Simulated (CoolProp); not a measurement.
Saturation properties of octamethyltrisiloxane (MDM).

The numbers come from the reference Helmholtz-energy equation of state, Thol 2017 in CoolProp.

| T (°C) | p (MPa) | liquid density (kg/m³) | enthalpy of vaporisation (kJ/kg) | vapour Z | surface tension (mN/m) |
|---|---|---|---|---|---|
| 45.55 | ___ | 794.4 | 196.3 | 0.9966 | 14.7 |
| 59.55 | 0.003567 | 780.0 | 190.8 | 0.9939 | 13.5 |
| 73.65 | 0.006899 | 765.2 | 185.3 | 0.9898 | 12.3 |
| 87.75 | 0.01249 | 750.1 | 179.8 | 0.9840 | 11.2 |
| 101.75 | 0.02127 | 734.8 | 174.2 | 0.9762 | 10.1 |
| 115.85 | 0.03459 | 718.9 | 168.4 | 0.9659 | 8.99 |
| 129.95 | 0.05388 | ___ | 162.5 | 0.9529 | 7.95 |
| 143.95 | 0.08059 | 685.8 | 156.4 | 0.9369 | 6.96 |
| 158.05 | 0.1169 | 668.1 | 150.0 | 0.9176 | 6.00 |
| 172.05 | ___ | 649.7 | 143.3 | 0.8947 | 5.10 |
| 186.15 | ___ | 630.1 | 136.1 | 0.8677 | 4.24 |
| 200.25 | 0.3037 | 609.2 | 128.4 | 0.8360 | 3.43 |
| 214.25 | 0.3993 | 586.7 | 120.0 | 0.7993 | 2.68 |
| 228.35 | 0.5172 | 561.9 | 110.6 | 0.7560 | 1.99 |
| 242.45 | 0.6598 | 533.8 | 99.90 | 0.7045 | 1.37 |

### Question
Complete the blanks.

### Answer

- 45.55, p (MPa): 0.001718
- 129.95, liquid density (kg/m³): 702.6
- 172.05, p (MPa): 0.1645
- 186.15, p (MPa): 0.2260

It boils at 152.5 °C under 1 atm.

Surface tension comes from a separate correlation (Mulero 2014), older than this fluid's equation and unchecked against measurements.
